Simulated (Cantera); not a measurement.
What does this Cantera script print?

```python
import numpy as np
import cantera as ct

gas = ct.Solution("gri30.yaml")
gas.TPX = 1175, 1333, {'H2': 0.13, 'O2': 1}
reactor = ct.IdealGasConstPressureReactor(gas, energy="off", clone=False)
net = ct.ReactorNet([reactor])
net.rtol, net.atol = 1e-08, 1e-18
show = ['H2', 'O2', 'HO2', 'H', 'O', 'OH', 'H2O']
times = np.geomspace(8e-06, 20, 15)

steps = ct.SolutionArray(gas, extra=["t"])
rows = []
print(f"{'t/s':>10s}{'T/K':>9s}{'P/Pa':>11s}" + "".join(f"{s:>11s}" for s in show))
for t in times:
    while net.time < t:
        t_next = net.step()
        steps.append(gas.state, t=t_next)
    rows.append([np.interp(t, steps.t, y) for y in (steps.T, steps.P, *steps(*show).X.T)])
    print(f"{t:10.3e}{rows[-1][0]:9.1f}{rows[-1][1]:11.4g}" + "".join(f"{x:11.3e}" for x in rows[-1][2:]))
rate = np.gradient(steps.T, steps.t)
print("integrator steps:", len(steps.t))
if steps.T.max() > steps.T[0] + 200:
    print(f"time of steepest temperature rise: {steps.t[rate.argmax()]:.4e} s")
gas.TPX = 1175, 1333, {'H2': 0.13, 'O2': 1}
gas.equilibrate("TP")
print(f"equilibrium (TP): T = {gas.T:.1f} K  " + "  ".join(f"{s} {gas[s].X[0]:.3e}" for s in show))
```

Result:

```
       t/s      T/K       P/Pa         H2         O2        HO2          H          O         OH        H2O
 8.000e-06   1175.0       1333  1.150e-01  8.850e-01  4.615e-10  4.316e-10  3.260e-11  3.115e-11  2.881e-12
 2.291e-05   1175.0       1333  1.150e-01  8.850e-01  1.322e-09  1.138e-09  2.412e-10  2.133e-10  5.895e-11
 6.563e-05   1175.0       1333  1.150e-01  8.850e-01  3.790e-09  3.158e-09  1.656e-09  1.244e-09  1.035e-09
 1.880e-04   1175.0       1333  1.150e-01  8.850e-01  1.090e-08  1.546e-08  1.396e-08  8.806e-09  1.863e-08
 5.384e-04   1175.0       1333  1.150e-01  8.850e-01  3.447e-08  6.178e-07  6.341e-07  3.817e-07  1.224e-06
 1.542e-03   1175.0       1333  8.418e-02  8.657e-01  4.441e-06  1.143e-02  1.080e-02  5.493e-03  2.242e-02
 4.416e-03   1175.0       1333  3.313e-03  8.181e-01  6.691e-06  2.608e-02  4.967e-02  5.879e-03  9.697e-02
 1.265e-02   1175.0       1333  2.200e-03  8.414e-01  6.624e-06  1.298e-02  3.094e-02  4.835e-03  1.076e-01
 3.623e-02   1175.0       1333  7.341e-04  8.665e-01  5.243e-06  2.313e-03  9.802e-03  2.802e-03  1.178e-01
 1.038e-01   1175.0       1333  1.122e-04  8.760e-01  2.299e-06  1.354e-04  1.484e-03  1.096e-03  1.212e-01
 2.972e-01   1175.0       1333  1.452e-05  8.776e-01  5.702e-07  6.432e-06  1.945e-04  3.979e-04  1.218e-01
 8.512e-01   1175.0       1333  2.395e-06  8.778e-01  1.262e-07  4.420e-07  3.260e-05  1.632e-04  1.220e-01
 2.438e+00   1175.0       1333  5.170e-07  8.779e-01  3.247e-08  4.531e-08  7.141e-06  7.642e-05  1.220e-01
 6.983e+00   1175.0       1333  1.352e-07  8.779e-01  1.146e-08  6.149e-09  1.886e-06  3.927e-05  1.220e-01
 2.000e+01   1175.0       1333  4.041e-08  8.779e-01  7.650e-09  1.014e-09  5.672e-07  2.153e-05  1.221e-01
integrator steps: 1847
equilibrium (TP): T = 1175.0 K  H2 8.488e-09  O2 8.779e-01  HO2 1.108e-08  H 9.847e-11  O 1.193e-07  OH 9.868e-06  H2O 1.221e-01
```

Detailed kinetics in Cantera: GRI-Mech 3.0 (53 species, 325 reactions). Radical loss at walls, strong at low pressure, is not modelled. The temperature is held fixed by assumption; the heat of reaction is taken as removed at once.
